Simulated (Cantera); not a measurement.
Mixture: H2 : O2 : N2 = 1 : 0.641 : 2.76 (molar parts), equivalence ratio 0.78, at 6530 Torr, adiabatic and at constant pressure. Ignition delay is the time to a rise of 400 K.

Detailed kinetics in Cantera: GRI-Mech 3.0 (53 species, 325 reactions). The hydrogen kinetics of GRI-Mech 3.0 are dated; newer H2 mechanisms differ, most at raised pressure. Where the delays flatten at high temperature, the 400 K rule measures the pace of heat release, not the induction time.

Problem. Predict: delay at 1225 K; delay at 1300 K; delay at 1375 K; delay at 1450 K; delay at 1525 K; delay at 1600 K; delay at 1675 K.

Solution. delay at 1225 K: 17.0 µs
delay at 1300 K: 5.53 µs
delay at 1375 K: 3.25 µs
delay at 1450 K: 2.26 µs
delay at 1525 K: 1.71 µs
delay at 1600 K: 1.37 µs
delay at 1675 K: 1.15 µs
